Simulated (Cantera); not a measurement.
Feed: 1 mol Si, 0.68 mol H2O, 21 mol CO, equilibrated at 5000 Pa.

Cantera equilibrium calculation (NASA polynomials, part measured and part estimated; ideal gas, pure solids and liquids). Candidate condensed phases: C, C6H6, C7H8, C8H18, H2O, Si, SiC, SiO2; 123 gas species. Equilibrium is a limit: real reactors are often held back by kinetics, nucleation or transport.

Problem. At 1950 K, list the 5 most abundant gas species with their mole fractions, and the condensed phases.

Solution. CO 0.932, SiO 0.0375, H2 0.0299, H 0.000887, Si 4.77e-5. Condensed: SiC(s).
